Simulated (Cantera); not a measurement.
A perfectly stirred reactor is fed with NH3 : H2 = 1 : 18 (molar parts), at 10.00 Torr; it is held at 2048 K, and followed from long to short residence time.

Computed with Cantera and the gas-phase N/H chemistry of the illustrative SiF4/NH3 mechanism in the Surface Chemkin manual (1991). Walls and surfaces, which speed up NH3 decomposition in real reactors, are not modelled.

Problem. What does this change do: pressure from 10.00 Torr to 20.0 Torr?

Solution. 
| quantity | before | after |
|---|---|---|
| x(NH3) at τ = 12.0 s | 0.00226 | 0.000776 |
| x(H2) at τ = 12.0 s | 0.968 | 0.966 |
| x(N2H2) at τ = 12.0 s | 1.98e-8 | 6.75e-9 |
| x(N) at τ = 12.0 s | 3.60e-6 | 4.32e-6 |
| x(H) at τ = 12.0 s | 0.00560 | 0.00846 |
| x(NH3) at τ = 74.0 ms | 0.0512 | 0.0492 |
| x(H2) at τ = 74.0 ms | 0.947 | 0.948 |
| x(N2H2) at τ = 74.0 ms | 1.69e-7 | 2.19e-7 |
| x(N) at τ = 74.0 ms | 7.86e-7 | 1.10e-6 |
| x(H) at τ = 74.0 ms | 0.00117 | 0.00133 |
